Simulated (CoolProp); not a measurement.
Saturation properties of n-perfluoropentane (Tc = 147.9 °C, pc = 2.063 MPa, ω = 0.436).

Values from CoolProp's reference Helmholtz-energy equation of state, Gao 2022.

```tsv
T (°C)	p (MPa)	liquid density (kg/m³)	vapour density (kg/m³)	enthalpy of vaporisation (kJ/kg)	liquid cp (kJ/(kg K))
-67.85	0.0003157	1881	0.05330	115.3	0.8730
-58.25	0.0007469	1854	0.1205	113.0	0.8892
-48.65	0.001617	1826	0.2501	110.7	0.9062
-39.05	0.003243	1799	0.4818	108.4	0.9238
-29.55	0.006045	1772	0.8653	106.2	0.9416
-19.95	0.01070	1744	1.480	103.8	0.9599
-10.35	0.01801	1715	2.411	101.4	0.9784
-0.75	0.02897	1686	3.766	98.99	0.9971
8.85	0.04478	1657	5.675	96.44	1.016
18.45	0.06685	1626	8.284	93.79	1.035
27.95	0.09640	1595	11.72	91.05	1.054
```

It boils at 29.3 °C under 1 atm.
